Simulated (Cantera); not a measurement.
A Cantera script and its output.

```python
import numpy as np
import cantera as ct

gas = ct.Solution("gri30.yaml")


def delay(T, t_max=10):
    gas.TPX = T, 1400000, {'CH4': 1, 'CO': 0.16, 'O2': 1.73, 'N2': 11.1}
    reactor = ct.IdealGasConstPressureReactor(gas, clone=False)
    net = ct.ReactorNet([reactor])
    net.rtol, net.atol = 1e-8, 1e-16
    while net.time < t_max:
        t_old, T_old = net.time, reactor.T
        net.step()
        if reactor.T > T + 400:  # ignition: a rise of 400 K
            return t_old + (T + 400 - T_old) / (reactor.T - T_old) * (net.time - t_old)
    return np.nan


taus = []
for T in [1225, 1275, 1325, 1375, 1425, 1475]:
    taus.append(delay(T))
    print(f"T0 = {T:6g} K   tau = {taus[-1]:.4e} s")
```

Output:

```
T0 =   1225 K   tau = 5.3321e-03 s
T0 =   1275 K   tau = 2.9285e-03 s
T0 =   1325 K   tau = 1.6588e-03 s
T0 =   1375 K   tau = 9.6327e-04 s
T0 =   1425 K   tau = 5.7096e-04 s
T0 =   1475 K   tau = 3.4437e-04 s
```

Cantera simulation using GRI-Mech 3.0 (53 species, 325 reactions); the numbers are that mechanism's predictions, not measurements. The pressure lies above the range GRI-Mech 3.0 was tuned for (to about 10 atm).
